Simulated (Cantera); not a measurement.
## SiCl₄ + NH₃ (silicon nitride deposition)

Feed: 1 mol SiCl₄, 10 mol NH₃, at 21.0 Pa.

Equilibrium computed with Cantera from the NASA thermochemical tables; the gas is ideal and each condensed phase is pure. Candidate condensed phases: NH₄Cl, Si, Si₃N₄; 28 gas species. The tables' values for SiCl, SiCl₃, SiN are old estimates; treat these amounts as uncertain. Gases not in the tables: Si₂H₆ and higher silanes. Kinetics and transport are ignored.

```
T (K)   x H₂   x N₂      x H   x HCl  x SiCl₂      x Cl      x Si  n Si(s)
-----  -----  -----  -------  ------  -------  --------  --------  -------
1523   0.634  0.227  0.00127  0.0926   0.0442  0.000149   8.58e-5   0.0199
1573   0.634  0.227  0.00223  0.0914   0.0447  0.000256  0.000262  0.00338
1623   0.632  0.227  0.00379  0.0919   0.0442  0.000434  0.000703        0
1673   0.628  0.226  0.00623  0.0937   0.0428  0.000726   0.00169        0
1723   0.622  0.225  0.00992  0.0972   0.0403   0.00120   0.00359        0
1773   0.612  0.224   0.0154   0.103   0.0365   0.00198   0.00669        0
1823   0.598  0.222   0.0231   0.110   0.0313   0.00323    0.0110        0
1873   0.581  0.219   0.0339   0.117   0.0253   0.00519    0.0160        0
1923   0.561  0.216   0.0487   0.124   0.0191   0.00810    0.0214        0
1973   0.537  0.212   0.0682   0.128   0.0133    0.0122    0.0264        0
2023   0.511  0.207   0.0937   0.129  0.00855    0.0176    0.0305        0
2073   0.481  0.202    0.126   0.126  0.00507    0.0243    0.0333        0
2123   0.448  0.197    0.166   0.118  0.00280    0.0321    0.0348        0
2173   0.410  0.190    0.213   0.107  0.00146    0.0407    0.0352        0
```
x: gas mole fraction; n: condensed amount in mol.

From 1523 K to 1573 K the condensed part is Si(s). From 1623 K to 2173 K nothing is condensed. The main Si-bearing gas is SiCl₂ at 1523 K and Si at 2173 K.
